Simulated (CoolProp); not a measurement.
Cyclohexane along the isobar 5.94 MPa: density (kg/m³) from the reference equation and from simpler models built on Tc = 553.6 K, pc = 4.081 MPa, ω = 0.209; each cubic takes its own stable root.

The numbers come from the reference Helmholtz-energy equation of state, Zhou 2014 in CoolProp.

```
T (K)   phase  reference  van der Waals  Redlich-Kwong  Soave-Redlich-Kwong  Peng-Robinson
-----  ------  ---------  -------------  -------------  -------------------  -------------
433.2  liquid      645.5          419.3          585.2                602.4          680.5
444    liquid      633.3          412.4          572.0                589.0          665.4
454.8  liquid      620.5          405.3          558.2                574.9          649.4
465.6  liquid      607.2          397.9          543.8                560.0          632.3
476.4  liquid      593.2          390.1          528.6                544.2          614.2
487.3  liquid      578.3          381.9          512.5                527.2          594.5
498.1  liquid      562.5          373.2          495.5                509.1          573.5
508.9  liquid      545.5          364.1          477.4                489.5          550.7
```
